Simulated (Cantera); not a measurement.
An adiabatic, constant-pressure homogeneous reactor starts with CH₃OH : O₂ : N₂ = 1 : 0.652 : 2.45 (molar parts), equivalence ratio 2.3, at 1800 K and 26.0 bar.

Cantera simulation using GRI-Mech 3.0 (53 species, 325 reactions); the numbers are that mechanism's predictions, not measurements. GRI-Mech 3.0 was tuned for natural gas; its chemistry of methanol as a main component is partial and can be far from experiment. The pressure lies above the range GRI-Mech 3.0 was tuned for (to about 10 atm).

Predict: time of steepest temperature rise; temperature at 1.00 s; equilibrium temperature; x(O₂) at 1.00 s; x(CO₂) at 1.00 s; x(H₂O) at 1.00 s; x(HCN) at 1.00 s.


```
Item                                                                 Value
---------------------------------  ---------------------------------------
time of steepest temperature rise                                  1.11 µs
temperature at 1.00 s                                               2786 K
equilibrium temperature                                             2786 K
x(O₂) at 1.00 s                    2.93e-5 (gas-phase equilibrium 2.93e-5)
x(CO₂) at 1.00 s                     0.0294 (gas-phase equilibrium 0.0294)
x(H₂O) at 1.00 s                       0.206 (gas-phase equilibrium 0.206)
x(HCN) at 1.00 s                   1.63e-6 (gas-phase equilibrium 1.63e-6)
```
